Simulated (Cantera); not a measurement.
An isothermal, constant-pressure homogeneous reactor starts with 1.37 % CH4, 97.7 % H2, 0.977 % N2, at 2275 K and 0.0230 bar.

Computed with Cantera and GRI-Mech 3.0 (53 species, 325 reactions). GRI-Mech 3.0 stops at C3 and has no aromatics, soot or wall deposition, so with more carbon than oxygen in the feed, carbon stays in small species such as C2H2 where larger ones or solid carbon would form. Radical loss at walls, strong at low pressure, is not modelled.

Problem. Predict: x(CH4) at 100 s; x(H2) at 100 s; x(C2H2) at 100 s; x(CH2) at 100 s.

Solution. 
- x(CH4) at 100 s = 5.67e-6 (gas-phase equilibrium 4.95e-6)
- x(H2) at 100 s = 0.930 (gas-phase equilibrium 0.930)
- x(C2H2) at 100 s = 0.00619 (gas-phase equilibrium 0.00437)
- x(CH2) at 100 s = 5.42e-7 (gas-phase equilibrium 4.74e-7)
